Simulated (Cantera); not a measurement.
Input: 1 mol C2H2, 0.17 mol NH3, 1.5 mol N2, equilibrated at 1550 K and 1.05 Torr.

These are equilibrium values from Cantera (NASA tables, ideal gas, pure condensed phases), not measurements of a reactor. Candidate condensed phases: C, C6H6, C7H8, C8H18; 92 gas species. Rates play no part.

Base state: N2 0.558, H2 0.441, HCN 0.000737, H 0.000559, HNC 1.46e-5 (mole fractions); condensed: C(graphite).

**Question.** What changes in the equilibrium state with this change: temperature from 1550 K to 1900 K?

**Answer.** 
```csv
species,before,after
N2,0.558,0.552
H2,0.441,0.429
H,0.000559,0.0139
C2H2 (acetylene),7.08e-6,0.000164
HNC,1.46e-5,0.000223
HCN,0.000737,0.00474
"C(graphite), mol",2.00,1.98
```

**Question.** What changes in the equilibrium state with this change: temperature from 1550 K to 1700 K?

**Answer.** 
```tsv
species	before	after
N2	0.558	0.556
H2	0.441	0.439
H	0.000559	0.00261
C2H2 (acetylene)	7.08e-6	3.22e-5
HNC	1.46e-5	5.42e-5
HCN	0.000737	0.00181
C(graphite), mol	2.00	1.99
```
